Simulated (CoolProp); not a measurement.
Vapour-liquid equilibrium of carbon monoxide (1) + methane (2) at 113.6 K; x and y are mole fractions of (1).

The numbers come from the multi-fluid Helmholtz-energy mixture model, Lemmon 2006 and Setzmann 1991; pair parameters Kunz 2012 in CoolProp.

| x | bubble pressure (MPa) | y at the bubble point | dew pressure at overall composition x (MPa) | liquid density (mol/L) |
|---|---|---|---|---|
| 0.05 | 0.1847 | 0.376 | 0.1244 | 26.07 |
| 0.15 | 0.3229 | 0.666 | 0.1383 | 25.90 |
| 0.25 | 0.4616 | 0.783 | 0.1556 | 25.69 |
| 0.35 | 0.5939 | 0.845 | 0.1778 | 25.45 |
| 0.45 | 0.7158 | 0.883 | 0.2073 | 25.15 |
| 0.55 | 0.8270 | 0.909 | 0.2486 | 24.80 |
| 0.65 | 0.9300 | 0.930 | 0.3102 | 24.38 |
| 0.75 | 1.030 | 0.948 | 0.4119 | 23.89 |
| 0.85 | 1.135 | 0.966 | 0.6082 | 23.31 |
| 0.95 | 1.254 | 0.987 | 1.042 | 22.64 |

No azeotrope shows between x = 0.05 and 0.95.

The pair parameters rest on a limited set of measurements; away from them the model extrapolates. The gap from Raoult's law changes sign with composition, which may be real or a fault of the pair parameters; it wasn't checked against measurements.
